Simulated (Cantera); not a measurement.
Charge: 1 mol Si, 6.8 mol HBr, 18 mol N2, equilibrated at 852 °C and 2.40 Pa.

Method: chemical equilibrium by Gibbs-energy minimisation in Cantera with the NASA 1993 tables (ideal gas, pure condensed phases). Candidate condensed phases: Br2, Si, Si3N4; 28 gas species. N2 is the only nitrogen source here; it is nearly inert below about 1500 K, so the nitride shown seldom forms there in practice. The tables' values for SiBr3 are old estimates; treat these amounts as uncertain. Rates play no part.

Base state: N2 0.721, HBr 0.233, H2 0.0231, Br 0.00922, SiBr2 0.00897, SiBr4 0.00429, SiBr3 0.000607 (mole fractions); condensed: Si3N4(s).

What changes in the equilibrium state with this change: 0.65 mol H2O added?


```json
[
 {"species": "N2", "before": "0.721", "after": "0.699"},
 {"species": "HBr", "before": "0.233", "after": "0.262"},
 {"species": "H2", "before": "0.0231", "after": "0.0304"},
 {"species": "SiBr2", "before": "0.00897", "after": "1.61e-5"},
 {"species": "SiBr4", "before": "0.00429", "after": "7.37e-6"},
 {"species": "SiBr3", "before": "0.000607", "after": "1.06e-6"},
 {"species": "Br", "before": "0.00922", "after": "0.00902"},
 {"species": "Si3N4(s), mol", "before": "0.221", "after": "0"},
 {"species": "SiO2(β-quartz), mol", "before": "0", "after": "0.100"},
 {"species": "Si2N2O(s), mol", "before": "0", "after": "0.450"}
]
```
Mutual solubility and eutectic melting of coexisting phases are not modelled. Further candidate phases: H2O, SiO2, Si2N2O.

What changes in the equilibrium state with this change: temperature from 852 °C to 500 °C?


| species | before | after |
|---|---|---|
| N2 | 0.721 | 0.727 |
| HBr | 0.233 | 0.242 |
| H2 | 0.0231 | 0.0203 |
| Br | 0.00922 | 6.33e-6 |
| SiBr2 | 0.00897 | 2.09e-8 |
| SiBr4 | 0.00429 | 0.0102 |
| SiBr3 | 0.000607 | 3.00e-7 |
| Si3N4(s), mol | 0.221 | 0.252 |
